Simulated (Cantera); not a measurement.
An isothermal plug-flow reactor at 550 K and 0.650 bar (inlet), inlet velocity 0.28 m/s, active area per volume 950 1/m; feed H2 : O2 : N2 = 0.026 : 0.085 : 0.79 (molar parts).

Model: Deutschmann's 1995 Pt surface mechanism with GRI-Mech 3.0 gas chemistry, integrated in Cantera. Catalytic surfaces can have several steady states; this one follows from the mechanism file's or the stated starting coverage. Mass transfer to the wall is taken as infinitely fast.

One state of this run: x H2 = 0.000162; x O2 = 0.0812; x H2O = 0.0291; θ free Pt = 0.00312; θ O* = 0.991; θ OH* = 0.00543. x: gas mole fraction; θ: surface coverage.

Task: Which value of z (m) does it belong to?
A) 0.0058
B) 0.00018
C) 0.0033
D) 0.0018

Result: C, 0.0033
